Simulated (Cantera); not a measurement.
Charge: 1 mol Cu₂O, 1.2 mol H₂, 6.7 mol H₂O, equilibrated at 825 Torr.

Equilibrium computed with Cantera from the NASA thermochemical tables; the gas is ideal and each condensed phase is pure. Candidate condensed phases: Cu, CuO, Cu(OH)₂, Cu₂O, H₂O; 12 gas species. The numbers say what is thermodynamically allowed, not how fast it happens.

x: gas mole fraction; n: condensed amount in mol.

```tsv
T (K)	x H₂O	x H₂	x Cu	x OH	x H	x O₂	n Cu(s)	n Cu(l)
975	0.975	0.0253	5.07e-12	1.21e-11	1.74e-10	<1e-12	2.00	0
1075	0.975	0.0253	2.32e-10	3.25e-10	2.23e-9	<1e-12	2.00	0
1175	0.975	0.0253	5.50e-9	4.99e-9	1.86e-8	<1e-12	2.00	0
1275	0.975	0.0253	7.87e-8	5.01e-8	1.12e-7	4.11e-12	2.00	0
1375	0.975	0.0253	…	…	…	…	0	2.00
1475	0.975	0.0253	…	…	…	…	0	2.00
1575	0.975	0.0253	2.49e-5	8.82e-6	6.30e-6	3.26e-8	0	2.00
1675	0.975	0.0253	0.000104	3.28e-5	1.76e-5	3.20e-7	0	2.00
1775	0.974	0.0253	0.000367	0.000105	4.39e-5	2.43e-6	0	2.00
1875	0.973	0.0254	0.00113	0.000297	9.96e-5	1.48e-5	0	1.99
1975	0.970	0.0257	0.00309	0.000753	0.000209	7.38e-5	0	1.98
```

Question: What belongs in the gaps?

Answer: 
- 1375, x Cu: 7.48e-7
- 1375, x OH: 3.60e-7
- 1375, x H: 5.20e-7
- 1375, x O₂: 1.26e-10
- 1475, x Cu: 4.87e-6
- 1475, x OH: 1.99e-6
- 1475, x H: 1.97e-6
- 1475, x O₂: 2.44e-9
